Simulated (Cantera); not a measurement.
Charge: 1 mol Si, 0.0039 mol O2, 70 mol H2, held at 950 K and 130 Pa.

Method: chemical equilibrium by Gibbs-energy minimisation in Cantera with the NASA 1993 tables (ideal gas, pure condensed phases). Candidate condensed phases: H2O, Si, SiO2; 18 gas species. The numbers say what is thermodynamically allowed, not how fast it happens.

Base state: H2 1.00 (mole fractions); condensed: Si(s) + SiO2(β-quartz).

**Question.** What changes in the equilibrium state with this change: temperature from 950 K to 1748.15 K?

**Answer.** 
| species | before | after |
|---|---|---|
| H2 | 1.00 | 0.992 |
| H | 1.54e-8 | 0.00632 |
| Si | <1e-9 | 0.00112 |
| SiH | <1e-9 | 5.36e-5 |
| SiH2 | <1e-9 | 2.04e-5 |
| SiO | 4.44e-8 | 0.000111 |
| Si(s), mol | 0.996 | 0 |
| SiO2(β-quartz), mol | 0.00390 | 0 |
| Si(l), mol | 0 | 0.907 |
Gases not in the tables: Si2H6 and higher silanes.
